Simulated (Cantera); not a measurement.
What does this Cantera script print?

```python
import numpy as np
import cantera as ct

gas_names = """
    H H2 Ti
""".split()
cond_names = """
    Ti(a) Ti(b) Ti(L)
""".split()


# ... load() reads the species with a 1 bar reference pressure and builds the phases ...
atoms = {
    'Ti': {'Ti': 1},
    'H2': {'H': 2},
}
top_T = {}  # K; cautious upper limits of use, not melting points


# ... equilibrate(T, P, feed) seeds the gas with the atoms and calls Mixture.equilibrate('TP', solver="vcs", rtol=1e-11, max_steps=5000) ...
results = []
feed = {'Ti': 1, 'H2': 57}  # mol
T = 1800  # K
P = 133.322  # Pa
mix = equilibrate(T, P, feed)
results.append((T, P, feed, dict(zip(mix.species_names, mix.species_moles))))
print(gas.report(threshold=1e-06))
for i in range(1, mix.n_phases):
    print(f"{mix.phase(i).name:16s} {mix.phase_moles(i):12.5e} mol")
```

It prints:

```
       temperature   1800 K
          pressure   133.32 Pa
           density   1.8021e-05 kg/m^3
  mean mol. weight   2.023 kg/kmol
   phase of matter   gas

                          1 kg             1 kmol
                     ---------------   ---------------
          enthalpy        2.3908e+07        4.8365e+07  J
   internal energy         1.651e+07        3.3399e+07  J
           entropy        1.1869e+05        2.4012e+05  J/K
    Gibbs function       -1.8974e+08       -3.8384e+08  J
 heat capacity c_p             16496             33372  J/K
 heat capacity c_v             12386             25057  J/K

                      mass frac. Y      mole frac. X     chem. pot. / RT
                     ---------------   ---------------   ---------------
                 H         0.0048613         0.0097563            -12.89
                H2           0.98645           0.98988            -25.78
                Ti         0.0086868        0.00036713           -7.1634

Ti(b)             9.78963e-01 mol
```

These are equilibrium values from Cantera (NASA tables, ideal gas, pure condensed phases), not measurements of a reactor.
